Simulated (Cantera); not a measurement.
A closed system holds: 1 mol V2O3, 21 mol H2, 0.63 mol H2O, held at 1998.15 K and 0.120 bar.

Equilibrium computed with Cantera from the NASA thermochemical tables; the gas is ideal and each condensed phase is pure. Candidate condensed phases: H2O, V, VO, V2O3, V2O4, V2O5; 12 gas species. Condensed phases not in the tables: the oxides between V2O3 and V2O5 other than VO2. Rates play no part.

Base state: H2 0.966, H2O 0.0290, H 0.00456, VO2 0.000108, VO 1.55e-5, OH 1.36e-5 (mole fractions); condensed: V2O3(s).

What changes in the equilibrium state with this change: temperature from 1998.15 K to 1298.15 K?


```json
[
 {"species": "H2", "before": "0.966", "after": "0.971"},
 {"species": "H2O", "before": "0.0290", "after": "0.0291"},
 {"species": "H", "before": "0.00456", "after": "3.06e-6"},
 {"species": "VO2", "before": "0.000108", "after": "<1e-9"},
 {"species": "VO", "before": "1.55e-5", "after": "<1e-9"},
 {"species": "OH", "before": "1.36e-5", "after": "1.19e-9"},
 {"species": "V2O3(s), mol", "before": "0.999", "after": "1.00"}
]
```
